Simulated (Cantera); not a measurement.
A closed system holds: 1 mol toluene, 0.86 mol CO2, at 1 atm.

These are equilibrium values from Cantera (NASA tables, ideal gas, pure condensed phases), not measurements of a reactor. Candidate condensed phases: C, C6H6, C7H8, C8H18, H2O; 110 gas species. The numbers say what is thermodynamically allowed, not how fast it happens.

At 675 K, list the 4 most abundant gas species with their mole fractions, and the condensed phases.

H2O 0.400, CH4 0.365, H2 0.157, CO2 0.0757. Condensed: C(graphite).
